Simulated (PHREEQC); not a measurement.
## Polishing slurry liquid (model solution)

Consider water at 25 °C with 0.083 mol HNO3 and 0.0012 mol KH2PO4 per kg of water. Closed to the air; pH follows from the charge balance.

Model: ion-association model, phreeqc.dat, run in PHREEQC.

No solid was allowed to form.

Question: Predict the pH, specific conductance, density.

Answer: pH 1.17; specific conductance 29300 µS/cm; density 1.000 g/cm³.

Question: In which forms is P present?

Answer: H3PO4 89 %, H2PO4- 11 % of the P.
